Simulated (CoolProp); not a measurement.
Propyne at 298.15 K and 8.79 MPa is throttled through a valve to 5.85 MPa with no heat exchange. Each further row changes one setting.

Model: reference Helmholtz-energy equation of state, Polt 1992, in CoolProp. This equation is an older, rougher fit; its heat capacities, sound speeds and derivatives of the liquid may be far off and weren't checked against measurements.

```
case                      temperature change (K)  final density (kg/m³)
------------------------  ----------------------  ---------------------
as stated                                   +0.6                    619
outlet pressure 1.75 MPa                    +1.3                    611
outlet pressure 7.6 MPa                     +0.2                    622
```
